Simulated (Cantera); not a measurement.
Ignition delay

Mixture: 12.0 % CH₄, 18.5 % O₂, 69.5 % N₂, equivalence ratio 1.3, at 3.00 bar, adiabatic and at constant volume. Ignition delay is the time to a rise of 400 K.

Detailed kinetics in Cantera: GRI-Mech 3.0 (53 species, 325 reactions).

```
T0 (K)  delay (ms)
------  ----------
1100          75.4
1200          18.2
1300          5.01
1400          1.54
1500         0.526
1600         0.200
```

```
Item                                                     Value
--------------------------------------------------  ----------
apparent activation energy between 1400 and 1600 K  190 kJ/mol
```
